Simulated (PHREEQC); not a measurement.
Consider water at 25 °C with 170 mmol/kgw CuCl2, 0.78 mmol/kgw HNO3 and 7.2 mmol/kgw H3BO3. Closed to the air; pH follows from the charge balance.

Model: ion-association model, wateq4f.dat, run in PHREEQC.

| quantity | before | after |
|---|---|---|
| pH | 3.22 | 3.22 |
| ionic strength (mol/kgw) | 0.447 | 0.407 |
| Cl- (mol/kgw) | 0.307 | 0.286 |
| Cu+2 (mol/kgw) | 0.139 | 0.120 |
| CuCl+ (mol/kgw) | 0.0293 | 0.0471 |
| CuCl2 (mol/kgw) | 0.00187 | 0.00330 |
| SI of Atacamite (Cu2(OH)3Cl) | -1.28 | -0.79 |
| SI of Tenorite (CuO) | -2.63 | -2.16 |

Problem. Name the change that produced these shifts.
(A) temperature from 25 to 40 °C
(B) H3BO3 replaced by Cu(BF4)2 at the same molality
(C) CuCl2 from 0.17 to 0.085 mol/kgw
(D) H3BO3 from 0.0072 to 0.00648 mol/kgw
(E) temperature from 25 to 65 °C

Solution. A, temperature from 25 to 40 °C

Precipitation was switched off in this run. Constants without temperature data keep their 25 °C values here.
